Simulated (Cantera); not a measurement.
A closed system holds: 1 mol C₂F₆, 1.5 mol H₂, 1.8 mol CH₄, at 13.3 mbar.

Cantera equilibrium calculation (NASA polynomials, part measured and part estimated; ideal gas, pure solids and liquids). Candidate condensed phases: C, C₆H₆, C₇H₈, C₈H₁₈; 95 gas species. The feed counts by its element totals alone. Equilibrium is a limit: real reactors are often held back by kinetics, nucleation or transport. All values below are at 2025 K.

Base state: HF 0.738, H₂ 0.254, H 0.00840, C₂H₂ (acetylene) 0.000230, F 1.11e-5 (mole fractions); condensed: C(graphite).

Task: What changes in the equilibrium state with this change: C₂F₆ replaced by CH₂F₂?

Result: 
```csv
species,before,after
H₂,0.254,0.706
HF,0.738,0.280
H,0.00840,0.0140
F,1.11e-5,2.52e-6
C₂H₂ (acetylene),0.000230,0.000639
"C(graphite), mol",3.80,2.79
```
